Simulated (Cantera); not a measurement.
A closed system holds: 1 mol PH3, 0.16 mol O2, 1.7 mol H2, at 1198 K.

Cantera equilibrium calculation (NASA polynomials, part measured and part estimated; ideal gas, pure solids and liquids). Candidate condensed phases: H2O, P, P4O10; 17 gas species. The ideal-gas law is rough above about 30 bar. Gases not in the tables: HPO2, HPO3 and P4O6. Rates play no part.

x: gas mole fraction; nothing condenses.

| P (Pa) | x H2 | x P2 | x H2O | x P4 | x PH3 | x PO | x PO2 |
|---|---|---|---|---|---|---|---|
| 10 | 0.785 | 0.131 | 0.0769 | 0.000174 | 7.48e-8 | 0.00449 | 0.00242 |
| 65 | 0.782 | 0.131 | 0.0824 | 0.00114 | 4.84e-7 | 0.00190 | 0.00110 |
| 420 | 0.785 | 0.123 | 0.0854 | 0.00640 | 3.04e-6 | 0.000744 | 0.000446 |
| 2700 | 0.797 | ___ | 0.0879 | ___ | ___ | ___ | ___ |
| 17000 | 0.813 | 0.0511 | 0.0902 | 0.0450 | 8.38e-5 | 7.70e-5 | 4.70e-5 |
| 110000 | 0.825 | ___ | 0.0917 | ___ | ___ | ___ | ___ |
| 720000 | 0.829 | 0.00958 | 0.0924 | 0.0670 | 0.00158 | 5.15e-6 | 3.16e-6 |
| 4700000 | 0.828 | 0.00381 | 0.0930 | 0.0692 | 0.00649 | 1.28e-6 | 7.94e-7 |
| 30000000 | 0.812 | 0.00148 | 0.0944 | 0.0668 | 0.0251 | 3.27e-7 | 2.10e-7 |

Q: What belongs in the gaps?

A: 
- 2700, x P2: 0.0918
- 2700, x P4: 0.0231
- 2700, x PH3: 1.73e-5
- 2700, x PO: 0.000258
- 2700, x PO2: 0.000157
- 110000, x P2: 0.0232
- 110000, x P4: 0.0600
- 110000, x PH3: 0.000373
- 110000, x PO: 2.04e-5
- 110000, x PO2: 1.25e-5
